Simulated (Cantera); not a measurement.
An isothermal, constant-pressure homogeneous reactor starts with NH₃ : H₂ = 1 : 0.26 (molar parts), at 1725 K and 101000 Pa.

Model: the gas-phase N/H chemistry of the illustrative SiF4/NH3 mechanism in the Surface Chemkin manual (1991), integrated in Cantera. Walls and surfaces, which speed up NH3 decomposition in real reactors, are not modelled.

x: mole fraction; the columns are a selection and need not sum to one.

```json
[
 {"t (s)": "5.00e-6", "x NH₃": "0.794", "x H₂": "0.206", "x H": "2.59e-7", "x N₂H₄": "2.64e-11", "x NH₂": "2.35e-6", "x NH": "9.70e-11", "x N₂": "<1e-12"},
 {"t (s)": "1.46e-5", "x NH₃": "0.794", "x H₂": "0.206", "x H": "7.21e-7", "x N₂H₄": "2.77e-10", "x NH₂": "6.92e-6", "x NH": "(withheld)", "x N₂": "1.45e-11"},
 {"t (s)": "4.29e-5", "x NH₃": "0.794", "x H₂": "0.206", "x H": "2.07e-6", "x N₂H₄": "2.54e-9", "x NH₂": "2.03e-5", "x NH": "(withheld)", "x N₂": "2.39e-9"},
 {"t (s)": "0.000126", "x NH₃": "0.794", "x H₂": "0.206", "x H": "5.95e-6", "x N₂H₄": "2.17e-8", "x NH₂": "5.87e-5", "x NH": "(withheld)", "x N₂": "2.78e-7"},
 {"t (s)": "0.000368", "x NH₃": "0.793", "x H₂": "0.206", "x H": "1.51e-5", "x N₂H₄": "1.41e-7", "x NH₂": "0.000149", "x NH": "(withheld)", "x N₂": "1.30e-5"},
 {"t (s)": "0.00108", "x NH₃": "0.793", "x H₂": "0.207", "x H": "2.15e-5", "x N₂H₄": "2.85e-7", "x NH₂": "0.000212", "x NH": "1.10e-6", "x N₂": "0.000162"},
 {"t (s)": "0.00316", "x NH₃": "0.791", "x H₂": "0.208", "x H": "2.18e-5", "x N₂H₄": "2.88e-7", "x NH₂": "0.000213", "x NH": "1.12e-6", "x N₂": "0.000698"},
 {"t (s)": "0.00926", "x NH₃": "0.785", "x H₂": "0.212", "x H": "2.23e-5", "x N₂H₄": "2.85e-7", "x NH₂": "0.000212", "x NH": "1.12e-6", "x N₂": "0.00226"},
 {"t (s)": "0.0271", "x NH₃": "0.769", "x H₂": "0.224", "x H": "2.37e-5", "x N₂H₄": "2.77e-7", "x NH₂": "0.000209", "x NH": "1.12e-6", "x N₂": "0.00672"},
 {"t (s)": "0.0795", "x NH₃": "0.725", "x H₂": "0.255", "x H": "2.75e-5", "x N₂H₄": "2.55e-7", "x NH₂": "0.000200", "x NH": "1.10e-6", "x N₂": "0.0190"},
 {"t (s)": "0.233", "x NH₃": "0.618", "x H₂": "0.333", "x H": "3.75e-5", "x N₂H₄": "2.03e-7", "x NH₂": "0.000179", "x NH": "1.06e-6", "x N₂": "0.0489"},
 {"t (s)": "0.683", "x NH₃": "0.418", "x H₂": "0.477", "x H": "6.00e-5", "x N₂H₄": "1.16e-7", "x NH₂": "0.000135", "x NH": "(withheld)", "x N₂": "0.105"},
 {"t (s)": "2.00", "x NH₃": "0.190", "x H₂": "0.641", "x H": "9.72e-5", "x N₂H₄": "3.49e-8", "x NH₂": "7.41e-5", "x NH": "(withheld)", "x N₂": "0.168"}
]
```

Task: Complete the blanks.

Result: 
- 1.46e-5, x NH: 1.11e-9
- 4.29e-5, x NH: 1.05e-8
- 0.000126, x NH: 8.97e-8
- 0.000368, x NH: 5.63e-7
- 0.683, x NH: 9.15e-7
- 2.00, x NH: 6.19e-7
